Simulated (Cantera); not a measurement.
Cantera run, input and output.

```python
import numpy as np
import cantera as ct

gas = ct.Solution("gri30.yaml")
gas.TPX = 1425, 54000, {'CO': 0.0023, 'O2': 0.094, 'H2O': 0.0043, 'N2': 1}
inlet = ct.Reservoir(gas, clone=True)

reactor = ct.IdealGasConstPressureReactor(gas, energy="off", clone=False)
exhaust = ct.Reservoir(gas, clone=True)
tau = [25, 7.7, 2.4, 0.73, 0.23, 0.07, 0.022, 0.0067, 0.0021, 0.00064][0]
for a, b in ((inlet, reactor), (reactor, exhaust)):
    ct.MassFlowController(a, b, mdot=lambda t: reactor.mass / tau)
net = ct.ReactorNet([reactor])
show = ['CO', 'O2', 'H2O', 'H', 'CO2', 'O']

rows = []
print(f"{'tau/s':>10s}{'T/K':>9s}" + "".join(f"{s:>11s}" for s in show))
for tau in [25, 7.7, 2.4, 0.73, 0.23, 0.07, 0.022, 0.0067, 0.0021, 0.00064]:
    net.initial_time = 0.0
    net.advance(30 * tau)
    before = gas.X
    net.advance(40 * tau)
    drift = np.max(np.abs(gas.X - before) / (gas.X + 1e-9))
    rows.append([gas.T, *gas[show].X, drift])
    print(f"{tau:10.3e}{gas.T:9.1f}" + "".join(f"{x:11.3e}" for x in gas[show].X))
```

Output:

```
     tau/s      T/K         CO         O2        H2O          H        CO2          O
 2.500e+01   1425.0  3.582e-06  8.445e-02  3.903e-03  9.489e-09  2.088e-03  2.401e-06
 7.700e+00   1425.0  8.180e-06  8.445e-02  3.900e-03  2.723e-08  2.084e-03  4.851e-06
 2.400e+00   1425.0  1.824e-05  8.445e-02  3.895e-03  8.070e-08  2.074e-03  1.003e-05
 7.300e-01   1425.0  4.095e-05  8.445e-02  3.888e-03  2.482e-07  2.051e-03  2.129e-05
 2.300e-01   1425.0  8.887e-05  8.445e-02  3.878e-03  7.332e-07  2.003e-03  4.404e-05
 7.000e-02   1425.0  1.943e-04  8.447e-02  3.862e-03  2.153e-06  1.897e-03  9.080e-05
 2.200e-02   1425.0  4.037e-04  8.451e-02  3.842e-03  5.547e-06  1.688e-03  1.716e-04
 6.700e-03   1425.0  8.056e-04  8.463e-02  3.821e-03  1.133e-05  1.285e-03  2.775e-04
 2.100e-03   1425.0  1.406e-03  8.490e-02  3.822e-03  1.190e-05  6.845e-04  2.850e-04
 6.400e-04   1425.0  1.995e-03  8.532e-02  3.882e-03  1.396e-06  9.498e-05  5.796e-05
```

Cantera simulation using GRI-Mech 3.0 (53 species, 325 reactions); the numbers are that mechanism's predictions, not measurements.
